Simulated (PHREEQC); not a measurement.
Make-up at 25 °C: 0.16 mol/kgw KCl and 0.001 mol/kgw K2SO4. Closed to the air; pH follows from the charge balance.

Equilibrium calculation in PHREEQC: ion-association model, phreeqc.dat.

Question: The ionic strength comes out as 0.163 mol/kgw. What activity coefficients do SO4-2, KSO4-, K+, Cl- get?

Answer: SO4-2 0.32, KSO4- 0.76, K+ 0.73, Cl- 0.73.

Precipitation was switched off in this run.
